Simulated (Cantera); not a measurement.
A Cantera script and what it prints.

```python
import numpy as np
import cantera as ct

gas_names = """
    CL CL2 H HCL H2 Mg MgCL MgCL2 MgH MgN Mg2 N NH NH2 NH3 N2 N2H2 N2H4
""".split()
cond_names = """
    Mg(cr) Mg(L) MgCL2(s) MgCL2(L) NH4CL(a) NH4CL(b)
""".split()


def load(file, names, dense=False):
    # The tables refer to 1 bar. Condensed volumes are neglected.
    table = {s.name: s for s in ct.Species.list_from_file(file)}
    out = []
    for n in names:
        d = dict(table[n].input_data)
        d["thermo"] = dict(d["thermo"], **{"reference-pressure": 1e5})
        if dense:
            d["equation-of-state"] = {"model": "constant-volume", "density": "1e6 g/cm^3"}
        out.append(ct.Species.from_dict(d))
    return out


gas = ct.Solution(thermo="ideal-gas", species=load("nasa_gas.yaml", gas_names))
cond = {s.name: ct.Solution(thermo="fixed-stoichiometry", species=[s], name=s.name)
        for s in load("nasa_condensed.yaml", cond_names, dense=True)}
atoms = {
    'MgCl2': {'Mg': 1, 'CL': 2},
    'HCl': {'H': 1, 'CL': 1},
    'N2': {'N': 2},
}
top_T = {}  # K; cautious upper limits of use, not melting points


def equilibrate(T, P, feed):
    n = {}
    for name, mol in feed.items():
        for a, k in atoms[name].items():
            n[a] = n.get(a, 0.0) + k * mol
    gas.TPX = T, P, n
    mass = sum(n.values()) * gas.mean_molecular_weight
    gas.equilibrate("TP")
    valid = [c for c in cond.values() if c.min_temp <= T <= top_T.get(c.name, c.max_temp)]
    mix = ct.Mixture([(gas, mass / gas.mean_molecular_weight)] + [(c, 0.0) for c in valid])
    mix.T, mix.P = T, P
    mix.equilibrate("TP", solver="vcs", rtol=1e-11, max_steps=5000)
    return mix


results = []
feed = {'MgCl2': 1, 'HCl': 0.14, 'N2': 1.3}  # mol
T = 2200  # K
for P in [0.1, 1.6, 25, 400, 6300, 100000]:
    mix = equilibrate(T, P, feed)
    results.append((T, P, feed, dict(zip(mix.species_names, mix.species_moles))))
    x = sorted(zip(gas.X, gas.species_names), reverse=True)
    print(f"T = {T:g} K  P = {P:g} Pa  gas = {mix.phase_moles(0):.4g} mol")
    print("   x: " + "  ".join(f"{s} {v:.3e}" for v, s in x if v > 0.001))
    print("   condensed (mol): " + ("  ".join(f"{mix.phase(i).name} {mix.phase_moles(i):.4g}"
          for i in range(1, mix.n_phases) if mix.phase_moles(i) > 1e-12) or "none"))
```

Result:

```
T = 2200 K  P = 0.1 Pa  gas = 4.577 mol
   x: CL 4.669e-01  N2 2.840e-01  Mg 2.184e-01  H 2.993e-02
   condensed (mol): none
T = 2200 K  P = 1.6 Pa  gas = 4.535 mol
   x: CL 4.622e-01  N2 2.867e-01  Mg 2.188e-01  H 2.298e-02  HCL 7.362e-03  MgCL 1.084e-03
   condensed (mol): none
T = 2200 K  P = 25 Pa  gas = 3.846 mol
   x: CL 3.660e-01  N2 3.380e-01  Mg 1.737e-01  MgCL2 7.562e-02  HCL 2.842e-02  MgCL 1.065e-02  H 7.168e-03
   condensed (mol): none
T = 2200 K  P = 400 Pa  gas = 2.699 mol
   x: N2 4.816e-01  MgCL2 3.191e-01  CL 9.696e-02  HCL 4.709e-02  Mg 4.080e-02  MgCL 1.060e-02  H 2.802e-03
   condensed (mol): none
T = 2200 K  P = 6300 Pa  gas = 2.483 mol
   x: N2 5.235e-01  MgCL2 3.934e-01  HCL 5.157e-02  CL 1.925e-02  Mg 5.143e-03  MgCL 4.180e-03  H2 1.913e-03
   condensed (mol): none
T = 2200 K  P = 100000 Pa  gas = 2.449 mol
   x: N2 5.309e-01  MgCL2 4.071e-01  HCL 5.346e-02  CL 5.254e-03  H2 1.739e-03
   condensed (mol): none
```

Equilibrium computed with Cantera from the NASA thermochemical tables; the gas is ideal and each condensed phase is pure.
